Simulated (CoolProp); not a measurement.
A simple Rankine cycle with trans-2-butene: condensing at 307.15 K, boiler at 1.51 MPa, turbine inlet 388.2 K, turbine efficiency 0.7, pump efficiency 0.7, no recuperator. Each further row changes one setting.

Computed with CoolProp (reference Helmholtz-energy equation of state, Lemmon 2005). It is a short technical equation, of lower accuracy than the large ones.

| case | thermal efficiency (%) | net work (kJ/kg) | heat in (kJ/kg) | turbine exit temperature (K) | volume ratio over the turbine |
|---|---|---|---|---|---|
| as stated | 10.0 | 48.3 | 482 | 341.8 | 5.20 |
| turbine inlet 408.2 K | 10.0 | … | 527 | … | … |
| condensing temperature 299.15 K | 11.2 | 55.9 | 500 | 336.1 | 6.59 |
| boiler pressure 1.06 MPa | … | 40.6 | 498 | … | 3.48 |
| turbine efficiency 0.6 | 8.5 | … | 482 | 345.8 | 5.27 |

Task: Some entries are withheld; supply them.

Result: 
- turbine inlet 408.2 K, net work (kJ/kg): 53.0
- turbine inlet 408.2 K, turbine exit temperature (K): 364.0
- turbine inlet 408.2 K, volume ratio over the turbine: 5.06
- boiler pressure 1.06 MPa, thermal efficiency (%): 8.2
- boiler pressure 1.06 MPa, turbine exit temperature (K): 354.9
- turbine efficiency 0.6, net work (kJ/kg): 41.0
